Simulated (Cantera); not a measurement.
What does this Cantera script print?

```python
import numpy as np
import cantera as ct

surf = ct.Interface("diamond.yaml", "diamond_100")
gas, bulk = surf.adjacent["gas"], surf.adjacent["diamond"]
k = surf.kinetics_species_index(bulk.species_names[0])
cover = ["c6HH", "c6H*", "c6*H", "c6**", "c6HM", "c6B"]

rows, drift = [], 0.0
print(f"{'xH':>10s}{'um/h':>11s}" + "".join(f"{s:>11s}" for s in cover))
for v in [0.0001, 0.0002, 0.0004, 0.00081, 0.0016, 0.0033, 0.0066, 0.013, 0.027]:
    T, P, xH, xCH3 = 1075, 1500, v, 0.00014
    gas.TPX = T, P, {"H": xH, "CH3": xCH3, "CH4": 0.0098, "H2": 1 - xH - xCH3 - 0.0098}
    surf.TP = bulk.TP = T, P
    surf.coverages = "c6H*:0.1, c6HH:0.9"
    surf.advance_coverages(100.0)
    before = surf.coverages
    surf.advance_coverages(100.0)
    drift = max(drift, np.max(np.abs(surf.coverages - before) / (surf.coverages + 1e-9)))
    rate = surf.net_production_rates[k] * bulk.mean_molecular_weight / bulk.density * 3.6e9
    rows.append([rate, *surf[cover].coverages])
    print(f"{v:10.4g}{rate:11.4e}" + "".join(f"{x:11.3e}" for x in rows[-1][1:]))
```

Result:

```
        xH       um/h       c6HH       c6H*       c6*H       c6**       c6HM        c6B
    0.0001 4.2409e-02  5.964e-01  2.139e-02  3.598e-01  4.921e-03  9.903e-03  1.151e-10
    0.0002 8.4926e-02  5.625e-01  2.305e-02  3.878e-01  7.779e-03  1.123e-02  2.305e-10
    0.0004 1.5962e-01  5.432e-01  2.397e-02  4.032e-01  1.056e-02  1.189e-02  4.332e-10
   0.00081 2.8723e-01  5.331e-01  2.448e-02  4.117e-01  1.275e-02  1.160e-02  7.794e-10
    0.0016 4.7408e-01  5.288e-01  2.477e-02  4.166e-01  1.415e-02  1.027e-02  1.286e-09
    0.0033 7.3133e-01  5.277e-01  2.499e-02  4.203e-01  1.505e-02  7.958e-03  1.985e-09
    0.0066 9.8772e-01  5.282e-01  2.516e-02  4.229e-01  1.554e-02  5.471e-03  2.680e-09
     0.013 1.1961e+00  5.291e-01  2.529e-02  4.247e-01  1.581e-02  3.395e-03  3.246e-09
     0.027 1.3493e+00  5.299e-01  2.541e-02  4.259e-01  1.598e-02  1.853e-03  3.661e-09
```

Cantera simulation using the Harris–Goodwin 1993 mechanism for the reconstructed diamond (100) surface; the numbers are that mechanism's predictions, not measurements.
